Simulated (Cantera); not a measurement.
Input: 1 mol SiCl4, 0.77 mol NH3, 66 mol N2, held at 1098.15 K and 1.95 Torr.

These are equilibrium values from Cantera (NASA tables, ideal gas, pure condensed phases), not measurements of a reactor. Candidate condensed phases: NH4Cl, Si, Si3N4; 28 gas species. The tables' values for SiCl3 are old estimates; treat these amounts as uncertain. The numbers say what is thermodynamically allowed, not how fast it happens.

Base state: N2 0.961, HCl 0.0299, SiCl4 0.00693, H2 0.00185, SiCl3 0.000156, SiCl2 4.95e-5 (mole fractions); condensed: Si3N4(s).

Task: What changes in the equilibrium state with this change: temperature from 1098.15 K to 800 K?

Result: 
```json
[
 {"species": "N2", "before": "0.961", "after": "0.962"},
 {"species": "HCl", "before": "0.0299", "after": "0.0276"},
 {"species": "SiCl4", "before": "0.00693", "after": "0.00765"},
 {"species": "H2", "before": "0.00185", "after": "0.00301"},
 {"species": "SiCl2", "before": "4.95e-5", "after": "<1e-9"},
 {"species": "SiCl3", "before": "0.000156", "after": "1.87e-7"},
 {"species": "Si3N4(s), mol", "before": "0.170", "after": "0.158"}
]
```
